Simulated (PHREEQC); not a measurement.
Make-up at 25 °C: 0.7 mol/kgw CaCl2, 0.0083 mol/kgw K2SO4 and 0.087 mol/kgw MgCl2. Closed to the air; pH follows from the charge balance.

All values are PHREEQC results (Pitzer model, pitzer.dat), not measurements.

Each row changes one thing in this solution. Precipitation was switched off in this run.

```
case                                  MgOH+ (mol/kgw)  HSO4- (mol/kgw)  SI of Gypsum (CaSO4:2H2O)  SI of Sylvite (KCl)
------------------------------------  ---------------  ---------------  -------------------------  -------------------
as made                                       1.34e-7          7.21e-9                      -0.01                -2.91
diluted 5-fold with water                     5.18e-8          2.56e-9                        ___                -4.23
MgCl2 from 0.087 to 0.174 mol/kgw                 ___          8.35e-9                      -0.02                -2.86
K2SO4 from 0.0083 to 0.00747 mol/kgw          1.34e-7          6.49e-9                      -0.05                -2.96
diluted 10-fold with water                    3.62e-8          1.67e-9                      -1.08                -4.78
diluted 2-fold with water                     8.33e-8          4.53e-9                      -0.33                -3.50
MgCl2 from 0.087 to 0.0087 mol/kgw            1.68e-8          5.87e-9                      +0.01                -2.96
CaCl2 from 0.7 to 0.07 mol/kgw                1.89e-7          2.00e-8                      -0.32                -3.53
```

Q: Complete the blanks.

A: 
- diluted 5-fold with water, SI of Gypsum (CaSO4:2H2O): -0.75
- MgCl2 from 0.087 to 0.174 mol/kgw, MgOH+ (mol/kgw): 2.28e-7
